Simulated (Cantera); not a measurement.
Feed: 1 mol SiHCl3, 0.95 mol NH3, equilibrated at 2075 K and 83.0 Pa.

Equilibrium computed with Cantera from the NASA thermochemical tables; the gas is ideal and each condensed phase is pure. Candidate condensed phases: NH4Cl, Si, Si3N4; 28 gas species. The tables' values for SiCl, SiCl3, SiN are old estimates; treat these amounts as uncertain. Gases not in the tables: Si2H6 and higher silanes. Kinetics and transport are ignored.

Base state: H2 0.285, HCl 0.284, SiCl2 0.185, N2 0.111, H 0.0493, Si 0.0365, Cl 0.0363, SiCl 0.0117 (mole fractions); condensed: gas only.

What changes in the equilibrium state with this change: NH3 from 0.95 to 6.7 mol?


| species | before | after |
|---|---|---|
| H2 | 0.285 | 0.535 |
| N2 | 0.111 | 0.200 |
| HCl | 0.284 | 0.126 |
| SiCl2 | 0.185 | 0.0191 |
| SiCl | 0.0117 | 0.00375 |
| Cl | 0.0363 | 0.0117 |
| H | 0.0493 | 0.0676 |
| Si | 0.0365 | 0.0361 |
| SiCl3 | 0.000506 | 1.69e-5 |
| SiH2 | 1.35e-5 | 2.52e-5 |
| SiH | 0.000321 | 0.000435 |
| SiN | 7.68e-5 | 0.000102 |
| Si2N | 2.80e-5 | 3.67e-5 |
The tables' values for SiCl, SiN, SiCl3 are old estimates; treat these amounts as uncertain.

What changes in the equilibrium state with this change: NH3 from 0.95 to 0.29 mol?


| species | before | after |
|---|---|---|
| HCl | 0.284 | 0.349 |
| SiCl2 | 0.185 | 0.323 |
| H2 | 0.285 | 0.143 |
| N2 | 0.111 | 0.0519 |
| Cl | 0.0363 | 0.0629 |
| Si | 0.0365 | 0.0212 |
| H | 0.0493 | 0.0350 |
| SiCl | 0.0117 | 0.0118 |
| Si2N | 2.80e-5 | 6.49e-6 |
| SiH2 | 1.35e-5 | 3.97e-6 |
| SiCl3 | 0.000506 | 0.00153 |
| Si2 | 0.000134 | 4.53e-5 |
| SiN | 7.68e-5 | 3.06e-5 |
